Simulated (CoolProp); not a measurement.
A single-stage vapour-compression cycle with R1336mzz(E): evaporating at 277.15 K (dew point), condensing at 336.15 K (bubble point), superheat 5 K, subcooling 0 K, compressor efficiency 0.7, no pressure losses. Each further row changes one setting.

The numbers come from the reference Helmholtz-energy equation of state, Akasaka 2023 in CoolProp.

```csv
case,cooling COP,pressure ratio,discharge temperature (K),refrigerating effect (kJ/kg),volumetric capacity (kJ/m³)
as stated,2.20,7.16,339.2,85.1,536
evaporating temperature 282.15 K,2.55,5.83,338.9,88.7,679
condensing temperature 331.15 K,2.54,6.25,334.8,91.7,577
subcooling 5 K,2.37,7.16,339.2,91.7,577
superheat 15 K,2.30,7.16,349.8,93.3,565
compressor efficiency 0.6,1.89,7.16,345.9,85.1,536
```
